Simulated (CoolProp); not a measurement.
Vapour-liquid equilibrium of isohexane (1) + n-hexane (2) at 66.85 °C; x and y are mole fractions of (1).

Model: multi-fluid Helmholtz-energy mixture model, Lemmon 2006 and Thol 2019; pair parameters Bell 2016, in CoolProp.

| x | bubble pressure (MPa) | y at the bubble point | dew pressure at overall composition x (MPa) | liquid density (mol/L) |
|---|---|---|---|---|
| 0.05 | 0.09711 | 0.065 | 0.09675 | 7.135 |
| 0.15 | 0.1003 | 0.188 | 0.09928 | 7.126 |
| 0.25 | 0.1034 | 0.303 | 0.1019 | 7.118 |
| 0.35 | 0.1065 | 0.412 | 0.1047 | 7.109 |
| 0.45 | 0.1095 | 0.514 | 0.1076 | 7.101 |
| 0.55 | 0.1124 | 0.611 | 0.1105 | 7.093 |
| 0.65 | 0.1152 | 0.703 | 0.1136 | 7.085 |
| 0.75 | 0.1180 | 0.791 | 0.1167 | 7.078 |
| 0.85 | 0.1207 | 0.877 | 0.1199 | 7.071 |
| 0.95 | 0.1233 | 0.959 | 0.1230 | 7.064 |

No azeotrope shows between x = 0.05 and 0.95.

Pair parameters are fitted to limited data, so mixtures are less certain than the pure fluids.
